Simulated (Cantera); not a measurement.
Feed: 1 mol SiCl4, 0.8 mol Cl2, 1.7 mol H2, held at 43000 Pa.

Method: chemical equilibrium by Gibbs-energy minimisation in Cantera with the NASA 1993 tables (ideal gas, pure condensed phases). Candidate condensed phases: Si; 19 gas species. The tables' values for SiCl3 are old estimates; treat these amounts as uncertain. The numbers say what is thermodynamically allowed, not how fast it happens.

log p: log10 of the partial pressure in bar; nothing condenses.

```tsv
T (°C)	log p HCl	log p SiCl4	log p H2	log p SiCl3	log p SiHCl3	log p SiCl2
552	-0.71	-0.91	-0.96	-6.54	[?]	-10.22
602	-0.71	-0.91	-0.96	-5.90	[?]	-9.13
652	-0.71	-0.91	-0.96	-5.34	[?]	-8.16
702	-0.71	-0.91	-0.96	-4.83	[?]	-7.30
752	-0.71	-0.91	-0.96	-4.38	[?]	-6.52
802	-0.70	-0.91	-0.96	-3.97	[?]	-5.82
852	-0.70	-0.92	-0.96	-3.59	[?]	-5.18
902	-0.70	-0.92	-0.96	-3.26	[?]	-4.60
952	-0.70	-0.92	-0.97	-2.95	[?]	-4.08
1002	-0.70	-0.93	-0.97	-2.67	[?]	-3.61
1052	-0.69	-0.94	-0.98	-2.43	[?]	-3.18
1102	-0.68	-0.96	-0.99	-2.21	[?]	-2.80
```

Q: What belongs in the gaps?

A: 
- 552, log p SiHCl3: -4.07
- 602, log p SiHCl3: -3.82
- 652, log p SiHCl3: -3.60
- 702, log p SiHCl3: -3.41
- 752, log p SiHCl3: -3.23
- 802, log p SiHCl3: -3.08
- 852, log p SiHCl3: -2.93
- 902, log p SiHCl3: -2.81
- 952, log p SiHCl3: -2.70
- 1002, log p SiHCl3: -2.60
- 1052, log p SiHCl3: -2.52
- 1102, log p SiHCl3: -2.46
